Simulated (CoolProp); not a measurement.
Properties of n-perfluoropentane along the isotherm 226.85 °C (Tc = 147.9 °C, pc = 20.63 bar, ω = 0.436).

Computed with CoolProp (reference Helmholtz-energy equation of state, Gao 2022).

```json
[
 {"p (bar)": "3.97", "phase": "gas", "cp (kJ/(kg K))": "1.056", "cv (kJ/(kg K))": "1.020", "speed of sound (m/s)": "117.9", "expansivity (1/kK)": "2.297", "fugacity coefficient": "0.9660"},
 {"p (bar)": "7.93", "phase": "gas", "cp (kJ/(kg K))": "1.067", "cv (kJ/(kg K))": "1.023", "speed of sound (m/s)": "113.9", "expansivity (1/kK)": "2.651", "fugacity coefficient": "0.9328"},
 {"p (bar)": "11.9", "phase": "gas", "cp (kJ/(kg K))": "1.081", "cv (kJ/(kg K))": "1.026", "speed of sound (m/s)": "109.9", "expansivity (1/kK)": "3.078", "fugacity coefficient": "0.9003"},
 {"p (bar)": "15.9", "phase": "gas", "cp (kJ/(kg K))": "1.098", "cv (kJ/(kg K))": "1.030", "speed of sound (m/s)": "105.8", "expansivity (1/kK)": "3.592", "fugacity coefficient": "0.8683"},
 {"p (bar)": "19.8", "phase": "gas", "cp (kJ/(kg K))": "1.118", "cv (kJ/(kg K))": "1.034", "speed of sound (m/s)": "102.1", "expansivity (1/kK)": "4.184", "fugacity coefficient": "0.8379"},
 {"p (bar)": "23.8", "phase": "supercritical", "cp (kJ/(kg K))": "1.143", "cv (kJ/(kg K))": "1.038", "speed of sound (m/s)": "…", "expansivity (1/kK)": "4.887", "fugacity coefficient": "0.8077"},
 {"p (bar)": "27.8", "phase": "supercritical", "cp (kJ/(kg K))": "1.173", "cv (kJ/(kg K))": "1.043", "speed of sound (m/s)": "95.37", "expansivity (1/kK)": "5.682", "fugacity coefficient": "0.7786"},
 {"p (bar)": "31.7", "phase": "supercritical", "cp (kJ/(kg K))": "…", "cv (kJ/(kg K))": "1.048", "speed of sound (m/s)": "92.80", "expansivity (1/kK)": "6.532", "fugacity coefficient": "0.7514"},
 {"p (bar)": "35.7", "phase": "supercritical", "cp (kJ/(kg K))": "1.245", "cv (kJ/(kg K))": "1.052", "speed of sound (m/s)": "90.79", "expansivity (1/kK)": "…", "fugacity coefficient": "0.7247"},
 {"p (bar)": "39.7", "phase": "supercritical", "cp (kJ/(kg K))": "1.284", "cv (kJ/(kg K))": "1.056", "speed of sound (m/s)": "89.69", "expansivity (1/kK)": "8.304", "fugacity coefficient": "0.6993"},
 {"p (bar)": "43.6", "phase": "supercritical", "cp (kJ/(kg K))": "1.319", "cv (kJ/(kg K))": "1.059", "speed of sound (m/s)": "89.91", "expansivity (1/kK)": "8.949", "fugacity coefficient": "0.6760"},
 {"p (bar)": "47.6", "phase": "supercritical", "cp (kJ/(kg K))": "1.345", "cv (kJ/(kg K))": "1.061", "speed of sound (m/s)": "91.83", "expansivity (1/kK)": "9.246", "fugacity coefficient": "…"},
 {"p (bar)": "51.6", "phase": "supercritical", "cp (kJ/(kg K))": "1.358", "cv (kJ/(kg K))": "1.061", "speed of sound (m/s)": "95.60", "expansivity (1/kK)": "9.117", "fugacity coefficient": "0.6328"}
]
```

### Question
Some entries are withheld; supply them.

### Answer

- 23.8, speed of sound (m/s): 98.51
- 31.7, cp (kJ/(kg K)): 1.207
- 35.7, expansivity (1/kK): 7.442
- 47.6, fugacity coefficient: 0.6535
